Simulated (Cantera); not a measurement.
An isothermal, constant-pressure homogeneous reactor starts with CH₄ : H₂ : CO₂ = 0.004 : 1 : 0.0056 (molar parts), at 2425 K and 10.00 Torr. Integrator tolerance rtol = 1e-08.

Cantera simulation using GRI-Mech 3.0 (53 species, 325 reactions); the numbers are that mechanism's predictions, not measurements. Radical loss at walls, strong at low pressure, is not modelled.

What does this change do: temperature 2425 to 1773 K?


```json
[
 {"quantity": "x(CH₄) at 100 s", "before": "3.14e-12 (gas-phase equilibrium 3.31e-12)", "after": "0.000186 (gas-phase equilibrium 2.77e-10)"},
 {"quantity": "x(H₂) at 100 s", "before": "0.846 (gas-phase equilibrium 0.846)", "after": "0.986 (gas-phase equilibrium 0.987)"},
 {"quantity": "x(CO₂) at 100 s", "before": "2.43e-6 (gas-phase equilibrium 2.43e-6)", "after": "7.02e-6 (gas-phase equilibrium 4.03e-6)"},
 {"quantity": "x(OH) at 100 s", "before": "4.52e-5 (gas-phase equilibrium 4.52e-5)", "after": "5.17e-7 (gas-phase equilibrium 2.42e-7)"},
 {"quantity": "x(HO₂) at 100 s", "before": "<1e-12 (gas-phase equilibrium <1e-12)", "after": "<1e-12 (gas-phase equilibrium <1e-12)"},
 {"quantity": "x(CH₂) at 100 s", "before": "2.60e-12 (gas-phase equilibrium 2.74e-12)", "after": "2.56e-8 (gas-phase equilibrium <1e-12)"},
 {"quantity": "x(CO) at 100 s", "before": "0.00875 (gas-phase equilibrium 0.00875)", "after": "0.00764 (gas-phase equilibrium 0.00942)"}
]
```
